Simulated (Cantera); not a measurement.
A closed system holds: 1 mol Cu, 0.021 mol H2O, 3 mol N2, 6.1 mol CO, held at 550 °C and 0.100 bar.

Method: chemical equilibrium by Gibbs-energy minimisation in Cantera with the NASA 1993 tables (ideal gas, pure condensed phases). Candidate condensed phases: C, C6H6, C7H8, C8H18, Cu, CuO, Cu(OH)2, Cu2O, H2O; 139 gas species. Kinetics and transport are ignored.

Base state: N2 0.431, CO2 0.311, CO 0.255, H2 0.00225, H2O 0.000761 (mole fractions); condensed: C(graphite) + Cu(s).

Q: What changes in the equilibrium state with this change: temperature from 550 °C to 1775 °C?

A: 
| species | before | after |
|---|---|---|
| CO | 0.255 | 0.622 |
| N2 | 0.431 | 0.307 |
| Cu | <1e-9 | 0.0665 |
| CO2 | 0.311 | 0.00212 |
| Cu2 | <1e-9 | 0.000322 |
| H | <1e-9 | 0.000313 |
| H2O | 0.000761 | 3.17e-5 |
| C(graphite), mol | 2.15 | 0 |
| Cu(s), mol | 1.00 | 0 |
| Cu(l), mol | 0 | 0.343 |
